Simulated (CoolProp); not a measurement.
A simple Rankine cycle with water: condensing at 305.15 K, boiler at 0.0625 MPa, turbine inlet 510.1 K, turbine efficiency 0.65, pump efficiency 0.7, no recuperator. Each further row changes one setting.

The numbers come from the reference Helmholtz-energy equation of state, Wagner 2002 in CoolProp.

```
case                             thermal efficiency (%)  net work (kJ/kg)  heat in (kJ/kg)  turbine exit temperature (K)  volume ratio over the turbine
-------------------------------  ----------------------  ----------------  ---------------  ----------------------------  -----------------------------
as stated                                           [?]               295             2820                           [?]                            [?]
turbine inlet 530.1 K                              10.7               [?]             2860                         370.8                           9.20
condensing temperature 297.15 K                    11.8               336             2850                         333.9                           13.7
boiler pressure 0.0437 MPa                          [?]               263             2820                         373.0                            [?]
turbine efficiency 0.55                             8.9               250             2820                           [?]                           9.79
```

**Question.** Some entries are withheld; supply them.

**Answer.** 
- as stated, thermal efficiency (%): 10.5
- as stated, turbine exit temperature (K): 355.5
- as stated, volume ratio over the turbine: 9.17
- turbine inlet 530.1 K, net work (kJ/kg): 306
- boiler pressure 0.0437 MPa, thermal efficiency (%): 9.3
- boiler pressure 0.0437 MPa, volume ratio over the turbine: 6.72
- turbine efficiency 0.55, turbine exit temperature (K): 379.5
